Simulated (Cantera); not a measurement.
Stirred combustor or abatement burner

A perfectly stirred reactor is fed with CH₃OH : O₂ : N₂ : H₂O = 1 : 1.83 : 9.3 : 0.23 (molar parts), equivalence ratio 0.82, at 2.07 atm; it is adiabatic with a 650 K inlet, and is followed from long to short residence time, starting on the burning branch (τ in s: 0.037, 0.016, 0.0068, 0.0029, 0.0013, 0.00054, 0.00023, 9.9e-05, 4.3e-05, 1.8e-05, 7.9e-06).

Detailed kinetics in Cantera: GRI-Mech 3.0 (53 species, 325 reactions). GRI-Mech 3.0 was tuned for natural gas; its chemistry of methanol as a main component is partial and can be far from experiment.

```
τ (s)    T (K)   x CH₃OH    x O₂   x H₂O      x NO    x CH₂O    x HO₂    x CH₄
-------  -----  --------  ------  ------  --------  --------  -------  -------
0.037     2014   2.49e-6  0.0259   0.171  0.000123   2.20e-6  1.81e-6  5.51e-8
0.016     2004   4.56e-6  0.0263   0.171   8.33e-5   4.07e-6  2.62e-6  6.50e-8
0.0068    1988   8.14e-6  0.0270   0.170   5.76e-5   7.34e-6  4.14e-6  7.99e-8
0.0029    1964   1.43e-5  0.0280   0.168   3.99e-5   1.30e-5  6.78e-6  1.23e-7
0.0013    1932   2.42e-5  0.0293   0.166   2.86e-5   2.21e-5  1.09e-5  2.47e-7
0.00054   1886   4.47e-5  0.0314   0.163   2.07e-5   4.02e-5  1.83e-5  6.93e-7
0.00023   1830   8.77e-5  0.0344   0.160   1.49e-5   7.66e-5  3.11e-5  2.26e-6
9.9e-5    1755  0.000205  0.0393   0.158   8.48e-6  0.000170  6.08e-5  8.46e-6
4.3e-5     650    0.0809   0.148  0.0186    <1e-12    <1e-12   <1e-12   <1e-12
1.8e-5     650    0.0809   0.148  0.0186    <1e-12    <1e-12   <1e-12   <1e-12
7.9e-6     650    0.0809   0.148  0.0186    <1e-12    <1e-12   <1e-12   <1e-12
```
x: mole fraction; the columns are a selection and need not sum to one.
